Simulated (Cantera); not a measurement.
A closed system holds: 1 mol BN, 11 mol H2O, equilibrated at 1773 K and 0.100 bar.

Method: chemical equilibrium by Gibbs-energy minimisation in Cantera with the NASA 1993 tables (ideal gas, pure condensed phases). Candidate condensed phases: B, BN, B2O3, B3O3H3, H2O; 39 gas species. Rates play no part.

Base state: H2O 0.750, H2 0.125, HBO2 0.0820, N2 0.0417, B2O3 0.000626, H 0.000318, OH 0.000118, HBO 3.11e-5 (mole fractions); condensed: gas only.

Q: What changes in the equilibrium state with this change: temperature from 1773 K to 1325 K?

A: 
```csv
species,before,after
H2O,0.750,0.813
H2,0.125,0.130
N2,0.0417,0.0433
HBO2,0.0820,0.0118
BO2,1.57e-5,3.10e-9
(HBO2)3,2.29e-6,0.00176
OH,0.000118,1.70e-7
"B2O3(l), mol",0,0.401
```
Gases not in the tables: H3BO3.
